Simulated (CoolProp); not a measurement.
A simple Rankine cycle with o-xylene: condensing at 323.15 K, boiler at 1.75 MPa, turbine inlet 619 K, turbine efficiency 0.85, pump efficiency 0.7, no recuperator. Each further row changes one setting.

Values from CoolProp's reference Helmholtz-energy equation of state, Zhou 2012.

```csv
case,thermal efficiency (%),net work (kJ/kg),heat in (kJ/kg),turbine exit temperature (K),volume ratio over the turbine
as stated,23.7,214,902,499.8,526
condensing temperature 315.15 K,24.8,227,917,493.3,776
boiler pressure 1.22 MPa,22.7,208,916,510.0,343
turbine efficiency 0.75,20.9,189,902,512.8,540
```
